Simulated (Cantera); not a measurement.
Input: 1 mol SiC, 0.56 mol CO₂, 3.3 mol H₂, 0.0035 mol O₂, at 10.0 mbar.

Equilibrium computed with Cantera from the NASA thermochemical tables; the gas is ideal and each condensed phase is pure. Candidate condensed phases: C, C₆H₆, C₇H₈, C₈H₁₈, H₂O, Si, SiC, SiO₂; 123 gas species. Rates play no part.

At 1823 K, list the 5 most abundant gas species with their mole fractions, and the condensed phases.

H₂ 0.742, CO 0.190, SiO 0.0639, H 0.00373, Si 8.89e-5. Condensed: SiC(s).
